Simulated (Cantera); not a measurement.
An isothermal, constant-pressure homogeneous reactor starts with N2O : H2 : N2 = 1 : 0.0083 : 2.1 (molar parts), at 1300 K and 2200 Pa. Integrator tolerance rtol = 1e-08.

Cantera simulation using GRI-Mech 3.0 (53 species, 325 reactions); the numbers are that mechanism's predictions, not measurements. GRI-Mech 3.0 was tuned for natural gas; its chemistry of N2O as a main component is partial and can be far from experiment. Radical loss at walls, strong at low pressure, is not modelled. The mechanism lacks the step 2 NO + O2 → 2 NO2, which can matter for NO2 below about 1400 K. The temperature is held fixed by assumption; the heat of reaction is taken as removed at once.

**Question.** What does this change do: temperature 1300 to 1050 K?

**Answer.** 
| quantity | before | after |
|---|---|---|
| x(N2O) at 1.00 s | 0.291 (gas-phase equilibrium 3.45e-9) | 0.320 (gas-phase equilibrium 5.45e-10) |
| x(H2) at 1.00 s | 8.19e-8 (gas-phase equilibrium 3.66e-9) | 0.00115 (gas-phase equilibrium 1.52e-11) |
| x(HO2) at 1.00 s | 3.60e-7 (gas-phase equilibrium 1.59e-9) | 5.36e-7 (gas-phase equilibrium 8.49e-11) |
| x(H2O2) at 1.00 s | 3.51e-10 (gas-phase equilibrium 6.94e-12) | 1.35e-8 (gas-phase equilibrium <1e-12) |
| x(H) at 1.00 s | 1.36e-8 (gas-phase equilibrium 4.54e-10) | 2.56e-7 (gas-phase equilibrium <1e-12) |
| x(H2O) at 1.00 s | 0.00263 (gas-phase equilibrium 0.00230) | 0.00152 (gas-phase equilibrium 0.00230) |

**Question.** What does this change do: temperature 1300 to 1023 K?

**Answer.** 
```csv
quantity,before,after
x(N2O) at 1.00 s,0.291 (gas-phase equilibrium 3.45e-9),0.321 (gas-phase equilibrium 4.24e-10)
x(H2) at 1.00 s,8.19e-8 (gas-phase equilibrium 3.66e-9),0.00156 (gas-phase equilibrium 7.20e-12)
x(HO2) at 1.00 s,3.60e-7 (gas-phase equilibrium 1.59e-9),4.00e-7 (gas-phase equilibrium 5.68e-11)
x(H2O2) at 1.00 s,3.51e-10 (gas-phase equilibrium 6.94e-12),1.21e-8 (gas-phase equilibrium <1e-12)
x(H) at 1.00 s,1.36e-8 (gas-phase equilibrium 4.54e-10),3.04e-7 (gas-phase equilibrium <1e-12)
x(H2O) at 1.00 s,0.00263 (gas-phase equilibrium 0.00230),0.00111 (gas-phase equilibrium 0.00230)
```
